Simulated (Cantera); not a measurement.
Feed: 1 mol MgCO₃, 7.7 mol H₂, a varied amount of O₂, at 900 K and 0.860 bar.

Equilibrium computed with Cantera from the NASA thermochemical tables; the gas is ideal and each condensed phase is pure. Candidate condensed phases: C, C₆H₆, C₇H₈, C₈H₁₈, H₂O, Mg, MgCO₃, MgO, Mg(OH)₂; 116 gas species. The numbers say what is thermodynamically allowed, not how fast it happens.

Question: At 1.2 mol O₂, list the 5 most abundant gas species with their mole fractions, and the condensed phases.

Answer: H₂ 0.536, H₂O 0.346, CO₂ 0.0637, CO 0.0429, CH₄ 0.0107. Condensed: MgO(s).
